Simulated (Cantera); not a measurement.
## Gas-phase reforming

An isothermal, constant-pressure homogeneous reactor starts with 28.6 % CH₄, 71.4 % H₂O, at 1500 K and 6.00 bar.

Detailed kinetics in Cantera: GRI-Mech 3.0 (53 species, 325 reactions).

```
t (s)     x CH₄  x H₂O     x HCO     x CO₂    x H₂O₂    x C₂H₆
--------  -----  -----  --------  --------  --------  --------
1.00e-6   0.286  0.714    <1e-12    <1e-12    <1e-12  2.40e-10
3.15e-6   0.286  0.714    <1e-12    <1e-12    <1e-12   7.68e-9
9.92e-6   0.286  0.714    <1e-12    <1e-12    <1e-12   2.33e-7
3.12e-5   0.286  0.714    <1e-12    <1e-12    <1e-12   5.49e-6
9.84e-5   0.286  0.714    <1e-12    <1e-12    <1e-12   5.08e-5
0.000310  0.285  0.714  4.70e-12  2.36e-11    <1e-12  0.000205
0.000976  0.284  0.714  3.21e-11   1.89e-9    <1e-12  0.000605
0.00307   0.279  0.713  1.49e-10   1.47e-7  1.15e-12   0.00113
0.00968   0.265  0.706  1.87e-10   4.44e-6  1.10e-12  0.000994
0.0305    0.230  0.685  1.59e-10   6.00e-5    <1e-12  0.000566
0.0960    0.170  0.648  1.84e-10  0.000656    <1e-12  0.000263
0.302     0.117  0.600  4.31e-10   0.00523    <1e-12  0.000188
0.953     0.115  0.539   1.01e-9    0.0182    <1e-12  0.000171
3.00      0.108  0.461   2.20e-9    0.0289    <1e-12  0.000118
```
x: mole fraction; the columns are a selection and need not sum to one.

Equilibrium at this temperature and pressure: CH₄ 1.83e-5, H₂O 0.247, HCO 8.24e-9, CO₂ 0.0260, H₂O₂ <1e-12, C₂H₆ 1.99e-12 (gas phase only).
